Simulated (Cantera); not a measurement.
Charge: 1 mol Ti(OiPr)4, 180 mol H2, equilibrated at 10000 Pa.

Equilibrium computed with Cantera from the NASA thermochemical tables; the gas is ideal and each condensed phase is pure. Candidate condensed phases: C, C6H6, C7H8, C8H18, H2O, Ti, TiC, TiO, TiO2, Ti2O3, Ti3O5, Ti4O7; 113 gas species. The feed counts by its element totals alone. TiC: taken at fixed stoichiometry. The numbers say what is thermodynamically allowed, not how fast it happens. All values below are at 1300 K.

Base state: H2 0.979, CO 0.0202, CH4 0.000754, H2O 1.80e-5 (mole fractions); condensed: C(graphite) + TiC(s).

Q: What changes in the equilibrium state with this change: 1.8 mol CO2 added?

A: 
| species | before | after |
|---|---|---|
| H2 | 0.979 | 0.962 |
| CO | 0.0202 | 0.0377 |
| CH4 | 0.000754 | 0.000727 |
| H2O | 1.80e-5 | 3.30e-5 |
| C(graphite), mol | 6.85 | 5.06 |
| TiC(s), mol | 1.00 | 1.00 |
